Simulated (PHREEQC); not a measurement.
Model water analysis in mmol/kgw, 25 °C, pH 8.09:

```csv
constituent,mmol/kgw
Na,176
K,93.3
Ca,15.1
Mg,36.5
Cl,357
S(6),2.2
Alkalinity (meq/kgw),0.183
```

Valence states are taken as typed.

The numbers come from PHREEQC with the Pitzer model, pitzer.dat.

The ionic strength comes out as 0.421 mol/kgw. What activity coefficients do Ca+2, OH-, CO3-2, Na+, Mg+2 get?

Ca+2 0.26, OH- 0.58, CO3-2 0.12, Na+ 0.72, Mg+2 0.27. Single-ion values are on the MacInnes scale.

This is a speciation only: nothing precipitates in the calculation.
